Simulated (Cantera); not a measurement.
Charge: 1 mol SiCl₄, 0.39 mol C₃H₈, 18 mol H₂, held at 2450 K and 48000 Pa.

Equilibrium computed with Cantera from the NASA thermochemical tables; the gas is ideal and each condensed phase is pure. Candidate condensed phases: C, C₆H₆, C₇H₈, C₈H₁₈, Si, SiC; 109 gas species. The tables' values for SiCl, SiCl₃ are old estimates; treat these amounts as uncertain. Gases not in the tables: Si₂H₆ and higher silanes. Kinetics and transport are ignored.

Base state: H₂ 0.793, HCl 0.157, H 0.0258, SiCl₂ 0.0102, C₂H₂ (acetylene) 0.00692, Cl 0.00363, Si 0.00143, SiCl 0.000884 (mole fractions); condensed: C(graphite) + SiC(s).

Task: What changes in the equilibrium state with this change: temperature from 2450 K to 1698.15 K?

Result: 
```tsv
species	before	after
H₂	0.793	0.817
HCl	0.157	0.180
SiCl₂	0.0102	0.00210
H	0.0258	0.000189
SiC₂	0.000321	<1e-9
Si₂C	0.000180	<1e-9
Si	0.00143	2.02e-8
C(graphite), mol	0.143	0.212
SiC(s), mol	0.700	0.947
```
The tables' values for SiCl₃ are old estimates; treat these amounts as uncertain.
